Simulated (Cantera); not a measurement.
An isothermal, constant-pressure homogeneous reactor starts with CH4 : H2 = 1 : 2.3 (molar parts), at 1825 K and 0.000220 bar. Integrator tolerance rtol = 1e-08.

Computed with Cantera and GRI-Mech 3.0 (53 species, 325 reactions). GRI-Mech 3.0 stops at C3 and has no aromatics, soot or wall deposition, so with more carbon than oxygen in the feed, carbon stays in small species such as C2H2 where larger ones or solid carbon would form. Radical loss at walls, strong at low pressure, is not modelled.

Problem. What does this change do: H2 2.3 to 8.9 parts?

Solution. 
```
quantity                                             before                                    after
-----------------  ----------------------------------------  ---------------------------------------
x(CH4) at 7.00 s     0.0228 (gas-phase equilibrium 2.84e-6)   0.0204 (gas-phase equilibrium 2.00e-6)
x(H2) at 7.00 s         0.866 (gas-phase equilibrium 0.858)      0.939 (gas-phase equilibrium 0.926)
x(CH3) at 7.00 s    0.00167 (gas-phase equilibrium 1.85e-6)  0.00149 (gas-phase equilibrium 1.25e-6)
x(C2H6) at 7.00 s    1.19e-6 (gas-phase equilibrium <1e-12)   9.24e-7 (gas-phase equilibrium <1e-12)
x(C2H4) at 7.00 s  0.000118 (gas-phase equilibrium 4.24e-7)  8.72e-5 (gas-phase equilibrium 1.80e-7)
x(H) at 7.00 s       0.00318 (gas-phase equilibrium 0.0277)   0.00344 (gas-phase equilibrium 0.0288)
x(C2H2) at 7.00 s       0.106 (gas-phase equilibrium 0.115)    0.0357 (gas-phase equilibrium 0.0452)
```

Problem. What does this change do: H2 2.3 to 9.7 parts?

Solution. 
```json
[
 {"quantity": "x(CH4) at 7.00 s", "before": "0.0228 (gas-phase equilibrium 2.84e-6)", "after": "0.0200 (gas-phase equilibrium 1.94e-6)"},
 {"quantity": "x(H2) at 7.00 s", "before": "0.866 (gas-phase equilibrium 0.858)", "after": "0.942 (gas-phase equilibrium 0.929)"},
 {"quantity": "x(CH3) at 7.00 s", "before": "0.00167 (gas-phase equilibrium 1.85e-6)", "after": "0.00147 (gas-phase equilibrium 1.21e-6)"},
 {"quantity": "x(C2H6) at 7.00 s", "before": "1.19e-6 (gas-phase equilibrium <1e-12)", "after": "8.95e-7 (gas-phase equilibrium <1e-12)"},
 {"quantity": "x(C2H4) at 7.00 s", "before": "0.000118 (gas-phase equilibrium 4.24e-7)", "after": "8.42e-5 (gas-phase equilibrium 1.69e-7)"},
 {"quantity": "x(H) at 7.00 s", "before": "0.00318 (gas-phase equilibrium 0.0277)", "after": "0.00346 (gas-phase equilibrium 0.0288)"},
 {"quantity": "x(C2H2) at 7.00 s", "before": "0.106 (gas-phase equilibrium 0.115)", "after": "0.0327 (gas-phase equilibrium 0.0421)"}
]
```
